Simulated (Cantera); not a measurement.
Feed: 1 mol CuF₂, 0.71 mol H₂, equilibrated at 2.50e-6 bar.

These are equilibrium values from Cantera (NASA tables, ideal gas, pure condensed phases), not measurements of a reactor. Candidate condensed phases: Cu, CuF₂; 15 gas species. Kinetics and transport are ignored. All values below are at 1350 K.

Base state: HF 0.587, CuF 0.240, Cu 0.174, Cu₂ 2.02e-5 (mole fractions); condensed: gas only.

What changes in the equilibrium state with this change: CuF₂ replaced by PbCl₂?


```
species   before    after
-------  -------  -------
HCl            0    0.572
Pb             0    0.208
PbCl           0    0.178
HF         0.587        0
CuF        0.240        0
Cu         0.174        0
Cl             0   0.0216
PbCl₂          0   0.0187
Cu₂      2.02e-5        0
H₂       4.22e-6  0.00111
```
Further candidate phases: Pb, PbCl₂.
